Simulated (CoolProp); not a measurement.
CF4 (R14) at 255.2 K and 7.69 MPa is compressed adiabatically to 12.4 MPa with isentropic efficiency 0.8. Each further row changes one setting.

Values from CoolProp's reference Helmholtz-energy equation of state, Platzer 1990. This equation is an older, rougher fit; its heat capacities, sound speeds and derivatives of the liquid may be far off and weren't checked against measurements.

| case | work (kJ/kg) | final temperature (K) | final density (kg/m³) |
|---|---|---|---|
| as stated | 7.59 | 272.1 | 826 |
| efficiency 1 | [?] | [?] | 836 |
| efficiency 0.65 | 9.34 | [?] | 815 |

Question: Fill in the missing entries.

Answer: 
- efficiency 1, work (kJ/kg): 6.07
- efficiency 1, final temperature (K): 270.9
- efficiency 0.65, final temperature (K): 273.4
